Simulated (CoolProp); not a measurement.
Vapour-liquid equilibrium of propane (1) + R114 (2) at 969 kPa; x and y are mole fractions of (1).

The numbers come from the multi-fluid Helmholtz-energy mixture model, Lemmon 2009 and Platzer 1990; pair parameters Bell 2016 in CoolProp. This equation is an older, rougher fit; its heat capacities, sound speeds and derivatives of the liquid may be far off and weren't checked against measurements.

Problem. Give the bubble temperature and the first vapour's composition at x = 0.45, 0.65, 0.85. Is there an azeotrope?

Solution. x = 0.45: 45.7 °C, y = 0.714; x = 0.65: 37.0 °C, y = 0.840; x = 0.85: 30.2 °C, y = 0.935. No azeotrope shows between x = 0.05 and 0.95.

The pair parameters rest on a limited set of measurements; away from them the model extrapolates.
